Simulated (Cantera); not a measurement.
A closed system holds: 1 mol Al2O3, 0.6 mol SiCl4, 4.2 mol O2, 20 mol HCl, equilibrated at 0.440 bar.

Equilibrium computed with Cantera from the NASA thermochemical tables; the gas is ideal and each condensed phase is pure. Candidate condensed phases: Al, AlCl3, Al2O3, Al2SiO5, Al6Si2O13, H2O, Si, SiO2; 45 gas species. Mutual solubility and eutectic melting of coexisting phases are not modelled. Condensed phases not in the tables: alloys, solid solutions and most ternary compounds. Gases not in the tables: Al(OH)3. Rates play no part. All values below are at 1325 K.

Base state: HCl 0.705, O2 0.118, Cl2 0.108, H2O 0.0618, Cl 0.00764, ClO 5.50e-5, HOCl 4.28e-5, OH 1.17e-5 (mole fractions); condensed: Al2O3(s) + Al6Si2O13(mullite).

Q: What changes in the equilibrium state with this change: O2 from 4.2 to 0.069 mol?

A: 
| species | before | after |
|---|---|---|
| HCl | 0.705 | 0.958 |
| AlCl3 | 6.66e-6 | 0.0333 |
| Cl2 | 0.108 | 0.00574 |
| O2 | 0.118 | 2.80e-9 |
| H2O | 0.0618 | 0.000330 |
| SiCl4 | 2.47e-9 | 0.000630 |
| ClO | 5.50e-5 | 1.95e-9 |
| HOCl | 4.28e-5 | 8.96e-9 |
| Al2O3(s), mol | 0.0999 | 0 |
| Al6Si2O13(mullite), mol | 0.300 | 0.217 |
| SiO2(β-quartz), mol | 0 | 0.152 |
The tables hold silica as quartz up to 1696 K and as liquid above; real silica turns to tridymite and cristobalite and melts near 1996 K.
